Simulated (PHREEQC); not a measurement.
**Spent oxide etchant: an equilibrium model**

Consider water at 25 °C with 0.029 mol/kgw HF, 0.0019 mol/kgw (NH4)2SiF6 and 0.0094 mol/kgw H2SO4. Closed to the air; pH follows from the charge balance.

All values are PHREEQC results (ion-association model, wateq4f.dat), not measurements.

```json
{
  "pH": "1.85",
  "ionic_strength": "0.0265 mol/kgw",
  "total_alkalinity": "-55.4 meq/kg"
}
```

```csv
species,molality,activity,log γ
HF,0.0243,0.0244,0.003
H+,0.0160,0.0140,-0.056
SO4-2,0.00496,0.00271,-0.263
HSO4-,0.00431,0.00370,-0.067
NH4+,0.00367,0.00314,-0.067
SiF6-2,0.00190,0.00104,-0.262
H2F2,0.00155,0.00156,0.003
F-,0.00136,0.00116,-0.070
HF2-,0.000128,0.000109,-0.070
NH4SO4-,0.000128,0.000110,-0.066
H4SiO4,7.16e-9,7.21e-9,0.003
```

No solid was allowed to form. wateq4f.dat counts part of the HF as a dimer, H2F2, which phreeqc.dat doesn't know; its constant is uncertain. SiF6-2 is the database's only silicon fluoride.
